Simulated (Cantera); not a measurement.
An isothermal, constant-pressure homogeneous reactor starts with 10.5 % H2, 31.9 % O2, 57.5 % N2, equivalence ratio 0.17, at 1025 K and 13300 Pa.

Model: the H2/O2 subset of GRI-Mech 3.0, which has no nitrogen chemistry, integrated in Cantera. Radical loss at walls, strong at low pressure, is not modelled. The temperature is held fixed by assumption; the heat of reaction is taken as removed at once.

x: mole fraction; the columns are a selection and need not sum to one.

| t (s) | x H2 | x O2 | x O | x H2O | x H |
|---|---|---|---|---|---|
| 5.00e-5 | 0.105 | 0.319 | 1.56e-10 | 2.99e-10 | 4.28e-10 |
| 0.000224 | 0.105 | 0.319 | 2.48e-8 | 8.69e-8 | 5.59e-8 |
| 0.00100 | 0.0106 | 0.281 | 0.00643 | 0.0911 | 0.0123 |
| 0.00447 | 0.000350 | 0.282 | 0.000116 | 0.111 | 1.36e-5 |
| 0.0200 | … | 0.282 | … | 0.111 | … |
| 0.0894 | … | 0.282 | … | 0.111 | … |
| 0.400 | 3.19e-8 | 0.282 | 9.29e-8 | 0.111 | 2.65e-10 |
| 1.79 | 3.36e-9 | 0.282 | 1.69e-8 | 0.111 | 2.01e-11 |
| 8.00 | 6.49e-10 | 0.282 | 3.55e-9 | 0.111 | 1.94e-12 |

Task: Fill in the missing entries.

Result: 
- 0.0200, x H2: 3.14e-5
- 0.0200, x O: 8.74e-6
- 0.0200, x H: 3.00e-7
- 0.0894, x H2: 1.31e-6
- 0.0894, x O: 7.36e-7
- 0.0894, x H: 6.82e-9
